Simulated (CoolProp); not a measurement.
Computed with CoolProp (reference Helmholtz-energy equation of state, Lemmon 2006). It is a short technical equation, of lower accuracy than the large ones.

### Question
Give the vapour pressure (bar), enthalpy of vaporisation (kJ/kg), liquid cp (kJ/(kg K)), surface tension (mN/m) of saturated toluene at 161.85, 247.35 °C.

### Answer
| T (°C) | p (bar) | enthalpy of vaporisation (kJ/kg) | liquid cp (kJ/(kg K)) | surface tension (mN/m) |
|---|---|---|---|---|
| 161.85 | 3.57 | 324 | 2.21 | 12.4 |
| 247.35 | 16.1 | 237 | 2.68 | 4.49 |

Surface tension comes from a separate correlation (Mulero 2012).
